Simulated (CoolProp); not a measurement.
Properties of carbon monoxide along the isotherm 157.2 K (Tc = 132.9 K, pc = 3.498 MPa, ω = 0.050).

The numbers come from the reference Helmholtz-energy equation of state, Lemmon 2006 in CoolProp. It is a short technical equation, of lower accuracy than the large ones.

```tsv
p (MPa)	phase	density (kg/m³)	cp (kJ/(kg K))	cv (kJ/(kg K))	speed of sound (m/s)	Joule-Thomson coefficient (K/MPa)
1.59	gas	37.67	1.221	0.7717	245.2	7.885
3.18	gas	85.18	1.544	0.8086	236.6	7.493
4.77	supercritical	148.8	2.168	0.8553	232.7	6.538
6.36	supercritical	235.0	3.160	0.9021	241.9	4.863
7.95	supercritical	325.4	3.465	0.9126	276.7	3.069
9.54	supercritical	389.4	3.063	0.9032	324.9	1.931
11.1	supercritical	431.1	2.727	0.8980	368.6	1.306
12.7	supercritical	462.1	2.501	0.8968	407.2	0.9168
14.3	supercritical	486.1	2.348	0.8977	440.8	0.6589
15.9	supercritical	505.8	2.239	0.8996	470.6	0.4752
17.5	supercritical	522.4	2.157	0.9021	497.5	0.3375
```

The peak of cp marks the crossing from liquid-like to gas-like fluid above the critical point.
